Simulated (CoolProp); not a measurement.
A single-stage vapour-compression cycle with the fluid: evaporating at 278.15 K (dew point), condensing at 321.15 K (bubble point), superheat 5 K, subcooling 8 K, compressor efficiency 0.8, no pressure losses. The same conditions are run with several fluids, on thermodynamics alone (safety and materials aside).

Computed with CoolProp (reference Helmholtz-energy equation of state of each fluid (C3F8 (R218): Lemmon 2006; R125: Lemmon 2005; propane: Lemmon 2009; R404A: Lemmon 2003; R365MFC: Lemmon 2016; n-perfluoropentane: Gao 2022)). Blends and air are pseudo-pure fits.

| fluid | cooling COP | pressure ratio | discharge temperature (K) | refrigerating effect (kJ/kg) | volumetric capacity (kJ/m³) |
|---|---|---|---|---|---|
| C3F8 (R218) | 3.60 | 3.18 | 321.2 | 51.2 | 2320 |
| R125 | 3.83 | 3.10 | 331.9 | 85.9 | 4090 |
| propane | 4.31 | 2.98 | 335.8 | 282 | 3290 |
| R404A | 3.96 | 3.15 | 335.4 | 114 | 3920 |
| R365MFC | 4.59 | 5.65 | 321.3 | 161 | 242 |
| n-perfluoropentane | 4.17 | 5.08 | 321.1 | 64.8 | 307 |

The compression ends wet for: C3F8 (R218); n-perfluoropentane.
